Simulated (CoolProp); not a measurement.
Saturated liquid density (kg/m³) of R152A: the reference equation beside estimates from Tc = 386.4 K, pc = 45.17 bar, ω = 0.275. Rackett uses Z = 0.29056 − 0.08775 ω.

The numbers come from the reference Helmholtz-energy equation of state, Outcalt 1996 in CoolProp. It is a modified Benedict-Webb-Rubin equation, recast in Helmholtz form.

```
T (K)  reference  Rackett  van der Waals  Redlich-Kwong  Soave-Redlich-Kwong
-----  ---------  -------  -------------  -------------  -------------------
246         1018    938.5          557.7          817.1                847.8
257.7      993.0    916.0          544.9          794.6                827.0
269.4      967.5    892.5          531.3          770.7                804.6
281.2      940.6    867.7          516.9          745.0                780.0
292.9      912.6    841.9          501.6          717.7                753.5
304.7      882.5    814.3          485.1          688.0                724.2
316.4      850.5    785.0          467.4          656.2                692.1
328.2      815.3    752.9          447.9          621.0                656.0
339.9      776.3    717.8          426.4          582.4                615.6
351.7      731.2    677.4          401.7          538.3                568.4
363.4      677.2    629.3          372.6          486.8                512.3
375.2      603.3    563.9          334.2          420.4                438.5
```

Absolute difference from the reference over all 12 rows, mean and median: Rackett 7.5 and 7.7 %, van der Waals 45.0 and 45.1 %, Redlich-Kwong 23.4 and 22.4 %, Soave-Redlich-Kwong 19.6 and 18.3 %.
